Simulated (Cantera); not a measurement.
Mixture: 10.0 % H2, 12.2 % O2, 70.9 % N2, 6.82 % H2O, equivalence ratio 0.41, at 3.45 atm, adiabatic and at constant pressure. Ignition delay is the time to a rise of 400 K.

Cantera simulation using GRI-Mech 3.0 (53 species, 325 reactions); the numbers are that mechanism's predictions, not measurements. The hydrogen kinetics of GRI-Mech 3.0 are dated; newer H2 mechanisms differ, most at raised pressure. Where the delays flatten at high temperature, the 400 K rule measures the pace of heat release, not the induction time.

### Question
Predict: delay at 1050 K; delay at 1150 K; delay at 1250 K; delay at 1350 K; delay at 1450 K.

### Answer
- delay at 1050 K = 8.01 ms
- delay at 1150 K = 0.239 ms
- delay at 1250 K = 27.4 µs
- delay at 1350 K = 14.8 µs
- delay at 1450 K = 10.6 µs
